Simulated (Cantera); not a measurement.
**Stirred combustor or abatement burner**

A perfectly stirred reactor is fed with 5.10 % CH4, 0.245 % C2H6, 2.86 % C3H8, 15.8 % O2, 59.7 % N2, 16.3 % H2O, equivalence ratio 1.6, at 500000 Pa; it is adiabatic with a 798 K inlet, and is followed from long to short residence time, starting on the burning branch (τ in s: 0.19, 0.1, 0.054, 0.028, 0.015, 0.008, 0.0043, 0.0023, 0.0012, 0.00064, 0.00034, 0.00018, 9.6e-05).

Computed with Cantera and GRI-Mech 3.0 (53 species, 325 reactions). GRI-Mech 3.0 was tuned for natural gas; its chemistry of propane as a main component is partial and can be far from experiment.

```
τ (s)    T (K)     x CH4    x C2H6    x C3H8    x HCO     x NO    x N2O  x H2O
-------  -----  --------  --------  --------  -------  -------  -------  -----
0.19      2020  0.000371   3.44e-8   7.45e-8  4.23e-8  2.36e-5  1.67e-9  0.254
0.10      2021  0.000623   8.78e-8   1.40e-7  4.64e-8  2.68e-5  2.11e-9  0.254
0.054     2022  0.000979   2.11e-7   2.54e-7  5.28e-8  2.83e-5  2.53e-9  0.255
0.028     2024   0.00149   5.08e-7   4.79e-7  6.43e-8  2.75e-5  2.89e-9  0.257
0.015     2026   0.00208   1.09e-6   8.69e-7  8.27e-8  2.53e-5  3.23e-9  0.258
0.0080    2027   0.00275   2.21e-6   1.58e-6  1.14e-7  2.23e-5  3.73e-9  0.261
0.0043    2027   0.00344   4.22e-6   2.86e-6  1.67e-7  1.93e-5  4.55e-9  0.263
0.0023    2023   0.00414   7.84e-6   5.22e-6  2.58e-7  1.63e-5  5.89e-9  0.266
0.0012    2013   0.00488   1.47e-5   9.91e-6  4.24e-7  1.31e-5  8.14e-9  0.268
0.00064   1994   0.00568   2.78e-5   1.90e-5  7.02e-7  9.66e-6  1.17e-8  0.270
0.00034   1959   0.00682   5.74e-5   3.96e-5  1.19e-6  5.82e-6  1.83e-8  0.270
0.00018   1875   0.00944  0.000167  0.000112  2.06e-6  1.77e-6  3.46e-8  0.269
9.6e-5     798    0.0510   0.00245    0.0286   <1e-12   <1e-12   <1e-12  0.163
```
x: mole fraction; the columns are a selection and need not sum to one.
